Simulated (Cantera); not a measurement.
Diamond growth

A diamond (100) surface in a fixed gas of H2 with x(CH4) = 0.0098, x(H) = 0.007, x(CH3) = 2.1e-05, at 1025 K; coverages are run to steady state.

Cantera simulation using the Harris–Goodwin 1993 mechanism for the reconstructed diamond (100) surface; the numbers are that mechanism's predictions, not measurements.

| P (Pa) | growth (µm/h) | θ c6HH | θ c6H* | θ c6*H | θ c6** | θ c6HM |
|---|---|---|---|---|---|---|
| 1200 | 0.124 | 0.574 | 0.0205 | 0.392 | 0.0115 | 0.00122 |
| 1900 | 0.209 | 0.574 | 0.0206 | 0.392 | 0.0115 | 0.00130 |
| 2800 | 0.320 | 0.574 | 0.0206 | 0.392 | 0.0115 | 0.00135 |
| 4300 | 0.505 | 0.574 | 0.0206 | 0.392 | 0.0115 | 0.00139 |
| 6400 | 0.765 | 0.574 | 0.0206 | 0.392 | 0.0115 | 0.00142 |
| 9700 | 1.17 | 0.574 | 0.0207 | 0.392 | 0.0115 | 0.00144 |
| 15000 | 1.83 | 0.574 | 0.0207 | 0.392 | 0.0115 | 0.00145 |
| 22000 | 2.70 | 0.574 | 0.0208 | 0.392 | 0.0116 | 0.00146 |
θ: site fractions in the mechanism's names (c6HH fully hydrogenated, c6H* and c6*H radical sites, c6** diradical, c6HM methylated).
